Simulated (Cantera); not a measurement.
Cantera run:

```python
import numpy as np
import cantera as ct

gas_names = [...]  # 136 gases of nasa_gas.yaml made of C, H, N, O
cond_names = """
    C(gr) C6H6(L) C7H8(L) C8H18(L),n-octa H2O(s) H2O(L)
""".split()


# ... load() reads the species with a 1 bar reference pressure and builds the phases ...
atoms = {
    'C2H5OH': {'C': 2, 'H': 6, 'O': 1},
    'H2': {'H': 2},
    'N2': {'N': 2},
}
top_T = {'C(gr)': 4500}  # K; cautious upper limits of use, not melting points


# ... equilibrate(T, P, feed) seeds the gas with the atoms and calls Mixture.equilibrate('TP', solver="vcs", rtol=1e-11, max_steps=5000) ...
results = []
T = 948  # K
P = 101325  # Pa
for m in [4, 11, 17, 24, 31, 37, 44]:
    feed = {'C2H5OH': 1, 'H2': 1.6, 'N2': m}  # mol
    mix = equilibrate(T, P, feed)
    results.append((T, P, feed, dict(zip(mix.species_names, mix.species_moles))))

top = {s: max(r[3][s] / sum(r[3][g] for g in gas_names) for r in results) for s in gas_names}
cols = sorted((s for s in top if top[s] > 1e-06), key=lambda s: -top[s])[:6]
seen = [c for c in cond_names if any(r[3].get(c, 0) > 1e-12 for r in results)]
print("log10 of partial pressures in bar; condensed amounts in mol")
print(f"{'n(N2)':>10s}" + "".join(f"{s[:9]:>10s}" for s in cols + seen))
for T, P, feed, n in results:
    ng = sum(n[g] for g in gas_names)
    print(f"{feed['N2']:10.4g}" + "".join(f"{np.log10(max(n[s] / ng * P / 1e5, 1e-99)):10.3f}" for s in cols)
          + "".join(f"{n.get(c, 0):10.4g}" for c in seen))
```

Output:

```
log10 of partial pressures in bar; condensed amounts in mol
     n(N2)        N2        H2        CO       CH4       H2O       CO2     C(gr)
         4    -0.346    -0.370    -1.167    -1.505    -1.550    -2.090     1.045
        11    -0.162    -0.594    -1.351    -1.954    -1.959    -2.458     1.054
        17    -0.112    -0.721    -1.458    -2.206    -2.193    -2.673     1.051
        24    -0.081    -0.832    -1.555    -2.429    -2.401    -2.867     1.046
        31    -0.064    -0.919    -1.634    -2.604    -2.567    -3.024     1.042
        37    -0.054    -0.983    -1.691    -2.731    -2.687    -3.138     1.039
        44    -0.045    -1.046    -1.749    -2.858    -2.809    -3.254     1.035
```

Equilibrium computed with Cantera from the NASA thermochemical tables; the gas is ideal and each condensed phase is pure.
